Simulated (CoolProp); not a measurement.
Vapour-liquid equilibrium of n-butane (1) + cyclohexane (2) at 26.15 °C; x and y are mole fractions of (1).

The numbers come from the multi-fluid Helmholtz-energy mixture model, Bücker 2006 and Zhou 2014; pair parameters Bell 2016 in CoolProp.

Q: Give the bubble pressure and the first vapour's composition at x = 0.275, 0.425, 0.95. Is there an azeotrope?

A: x = 0.275: 0.07256 MPa, y = 0.863; x = 0.425: 0.1111 MPa, y = 0.929; x = 0.95: 0.2395 MPa, y = 0.997. No azeotrope shows between x = 0.05 and 0.95.

The pair parameters rest on a limited set of measurements; away from them the model extrapolates.
